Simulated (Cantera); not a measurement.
Calcination and drying: Mg(OH)2 + C + CO2

A closed system holds: 1 mol Mg(OH)2, 0.019 mol C, 0.96 mol CO2, equilibrated at 0.00133 bar.

Cantera equilibrium calculation (NASA polynomials, part measured and part estimated; ideal gas, pure solids and liquids). Candidate condensed phases: C, C6H6, C7H8, C8H18, H2O, Mg, MgCO3, MgO, Mg(OH)2; 116 gas species. The numbers say what is thermodynamically allowed, not how fast it happens.

```tsv
T (K)	x H2O	x CO2	x CO	x H2	x O2	n MgO(s)
998	0.494	0.487	0.00778	0.0114	<1e-12	1.00
1073	0.495	0.486	0.00912	0.0101	<1e-12	1.00
1148	0.496	0.484	0.0103	0.00892	3.92e-11	1.00
1223	0.497	0.483	0.0113	0.00794	1.22e-9	1.00
1298	0.498	0.483	0.0121	0.00711	2.58e-8	1.00
1373	0.499	0.482	0.0128	0.00642	3.97e-7	1.00
1448	0.499	0.481	0.0134	0.00585	4.63e-6	1.00
1523	0.500	0.481	0.0139	0.00540	4.22e-5	1.00
1598	0.500	0.480	0.0148	0.00514	0.000297	1.000
1673	0.498	0.477	0.0171	0.00540	0.00145	1.000
```
x: gas mole fraction; n: condensed amount in mol.

From 998 K to 1673 K the condensed part is MgO(s).
